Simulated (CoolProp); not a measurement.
Vapour-liquid equilibrium of ethylene (1) + 1-butene (2) at -84.35 °C; x and y are mole fractions of (1).

The numbers come from the multi-fluid Helmholtz-energy mixture model, Smukala 2000 and Lemmon 2005; pair parameters Bell 2016 in CoolProp.

Task: Give the bubble pressure and the first vapour's composition at x = 0.65, 0.8, 0.95. Is there an azeotrope?

Result: x = 0.65: 182.9 kPa, y = 0.998; x = 0.8: 223.3 kPa, y = 0.999; x = 0.95: 264.8 kPa, y = 1.000. No azeotrope shows between x = 0.05 and 0.95.

The pair parameters rest on a limited set of measurements; away from them the model extrapolates.
